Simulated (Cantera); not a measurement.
A perfectly stirred reactor is fed with 4.71 % H2, 11.5 % O2, 83.8 % N2, equivalence ratio 0.20, at 0.440 bar; it is held at 1250 K, and followed from long to short residence time.

Detailed kinetics in Cantera: GRI-Mech 3.0 (53 species, 325 reactions). The temperature is held fixed by assumption; the heat of reaction is taken as removed at once.

x: mole fraction; the columns are a selection and need not sum to one.

```csv
τ (s),x H2,x O2,x N2O,x H,x NO,x OH,x NO2
1.1,4.09e-5,0.0934,6.06e-7,2.12e-6,5.30e-7,0.000118,5.18e-9
0.48,7.02e-5,0.0934,5.50e-7,4.87e-6,4.00e-7,0.000155,3.21e-9
0.20,0.000123,0.0934,4.75e-7,1.17e-5,3.07e-7,0.000208,1.86e-9
0.083,0.000215,0.0934,3.96e-7,2.82e-5,2.64e-7,0.000280,1.13e-9
0.035,…,0.0934,…,…,2.77e-7,…,7.96e-10
0.014,0.000640,0.0933,2.50e-7,0.000164,3.63e-7,0.000523,6.54e-10
0.0060,0.00106,0.0933,1.93e-7,0.000372,5.26e-7,0.000710,5.99e-10
0.0025,0.00175,0.0933,1.44e-7,0.000850,7.91e-7,0.000974,5.60e-10
0.0010,0.00296,0.0934,1.03e-7,0.00193,1.15e-6,0.00134,5.03e-10
0.00043,0.00477,0.0938,7.34e-8,0.00378,1.42e-6,0.00175,4.19e-10
0.00018,…,0.0948,…,…,1.38e-6,…,2.90e-10
```

Task: Some entries are withheld; supply them.

Result: 
- 0.035, x H2: 0.000367
- 0.035, x N2O: 3.22e-7
- 0.035, x H: 6.64e-5
- 0.035, x OH: 0.000378
- 0.00018, x H2: 0.00779
- 0.00018, x N2O: 4.90e-8
- 0.00018, x H: 0.00660
- 0.00018, x OH: 0.00219
